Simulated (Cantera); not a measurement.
Input: 1 mol Si, 6.5 mol CO, 33 mol H₂, equilibrated at 14.3 Torr.

Method: chemical equilibrium by Gibbs-energy minimisation in Cantera with the NASA 1993 tables (ideal gas, pure condensed phases). Candidate condensed phases: C, C₆H₆, C₇H₈, C₈H₁₈, H₂O, Si, SiC, SiO₂; 123 gas species. Mutual solubility and eutectic melting of coexisting phases are not modelled. The tables hold silica as quartz up to 1696 K and as liquid above; real silica turns to tridymite and cristobalite and melts near 1996 K. Gases not in the tables: Si₂H₆ and higher silanes. The numbers say what is thermodynamically allowed, not how fast it happens.

### Question
Which condensed phases are stable at each of these points (T (K)): 800, 1000, 1200, 1400, 1600, 1800, 2000?

### Answer
```json
[
 {"T (K)": "800", "condensed phases": "C(graphite) + SiO₂(α-quartz)", "Si condensed (%)": "100.0"},
 {"T (K)": "1000", "condensed phases": "C(graphite) + SiO₂(β-quartz)", "Si condensed (%)": "100.0"},
 {"T (K)": "1200", "condensed phases": "C(graphite) + SiO₂(β-quartz)", "Si condensed (%)": "100.0"},
 {"T (K)": "1400", "condensed phases": "SiC(s) + SiO₂(β-quartz)", "Si condensed (%)": "98.8"},
 {"T (K)": "1600", "condensed phases": "SiC(s)", "Si condensed (%)": "50.0"},
 {"T (K)": "1800", "condensed phases": "SiC(s)", "Si condensed (%)": "49.9"},
 {"T (K)": "2000", "condensed phases": "SiC(s)", "Si condensed (%)": "48.8"}
]
```

At 800 K the condensed part is C(graphite) + SiO₂(α-quartz). From 1000 K to 1200 K the condensed part is C(graphite) + SiO₂(β-quartz). At 1400 K the condensed part is SiC(s) + SiO₂(β-quartz). From 1600 K to 2000 K the condensed part is SiC(s).
